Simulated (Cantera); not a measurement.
## Thermodynamics of carbon deposition, reforming and gasification, feed acetone + H₂O + N₂

A closed system holds: 1 mol acetone, 0.36 mol H₂O, 9.6 mol N₂, at 12.0 bar.

Method: chemical equilibrium by Gibbs-energy minimisation in Cantera with the NASA 1993 tables (ideal gas, pure condensed phases). Candidate condensed phases: C, C₆H₆, C₇H₈, C₈H₁₈, H₂O; 136 gas species. The feed counts by its element totals alone. Equilibrium is a limit: real reactors are often held back by kinetics, nucleation or transport.

```json
[
 {"T (K)": "1548", "log p N₂": "0.91", "log p H₂": "0.44", "log p CO": "0.06", "log p HCN": "-2.16", "log p CH₄": "-1.80", "log p HNC": "-3.87", "n C(graphite)": "1.62"},
 {"T (K)": "1648", "log p N₂": "0.91", "log p H₂": "0.45", "log p CO": "0.06", "log p HCN": "-1.89", "log p CH₄": "-1.98", "log p HNC": "-3.47", "n C(graphite)": "1.61"},
 {"T (K)": "1748", "log p N₂": "0.91", "log p H₂": "0.45", "log p CO": "0.06", "log p HCN": "-1.65", "log p CH₄": "-2.15", "log p HNC": "-3.12", "n C(graphite)": "1.60"},
 {"T (K)": "1848", "log p N₂": "0.90", "log p H₂": "0.44", "log p CO": "0.06", "log p HCN": "-1.44", "log p CH₄": "-2.29", "log p HNC": "-2.81", "n C(graphite)": "1.59"},
 {"T (K)": "1948", "log p N₂": "0.90", "log p H₂": "0.44", "log p CO": "0.06", "log p HCN": "-1.25", "log p CH₄": "-2.42", "log p HNC": "-2.54", "n C(graphite)": "1.56"},
 {"T (K)": "2048", "log p N₂": "0.90", "log p H₂": "0.44", "log p CO": "0.06", "log p HCN": "-1.08", "log p CH₄": "-2.54", "log p HNC": "-2.29", "n C(graphite)": "1.52"},
 {"T (K)": "2148", "log p N₂": "0.90", "log p H₂": "0.44", "log p CO": "0.06", "log p HCN": "-0.93", "log p CH₄": "-2.66", "log p HNC": "-2.06", "n C(graphite)": "1.47"},
 {"T (K)": "2248", "log p N₂": "0.90", "log p H₂": "0.43", "log p CO": "0.06", "log p HCN": "-0.79", "log p CH₄": "-2.76", "log p HNC": "-1.86", "n C(graphite)": "1.41"}
]
```
log p: log10 of the partial pressure in bar; n: condensed amount in mol.

From 1548 K to 2248 K the condensed part is C(graphite). The main C-bearing gas is CO throughout. The share of C in condensed phases is highest at 1548 K (53.9 %) and lowest at 2248 K (46.8 %).
